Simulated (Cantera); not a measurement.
An isothermal, constant-pressure homogeneous reactor starts with 22.8 % CH4, 72.9 % H2O, 4.33 % H2, at 1775 K and 10.0 bar.

Detailed kinetics in Cantera: GRI-Mech 3.0 (53 species, 325 reactions).

x: mole fraction; the columns are a selection and need not sum to one.

```tsv
t (s)	x CH4	x H2O	x H2	x C2H4	x CH2
2.00e-6	0.227	0.729	0.0435	4.91e-6	(withheld)
1.10e-5	0.225	0.728	0.0448	0.000246	(withheld)
6.02e-5	0.212	0.724	0.0565	0.00372	(withheld)
0.000330	0.163	0.691	0.117	0.00573	(withheld)
0.00181	0.0828	0.626	0.227	0.00394	(withheld)
0.00994	0.0407	0.532	0.331	0.00416	(withheld)
0.0545	0.0271	0.406	0.438	0.00155	(withheld)
0.299	0.00511	0.331	0.511	4.40e-5	(withheld)
1.64	4.84e-6	0.322	0.521	4.19e-11	1.70e-12
9.00	1.45e-6	0.322	0.521	4.53e-12	<1e-12
```

Question: Some entries are withheld; supply them.

Answer: 
- 2.00e-6, x CH2: 3.01e-8
- 1.10e-5, x CH2: 1.15e-7
- 6.02e-5, x CH2: 1.94e-7
- 0.000330, x CH2: 1.54e-7
- 0.00181, x CH2: 1.20e-7
- 0.00994, x CH2: 7.13e-8
- 0.0545, x CH2: 2.08e-8
- 0.299, x CH2: 1.98e-9
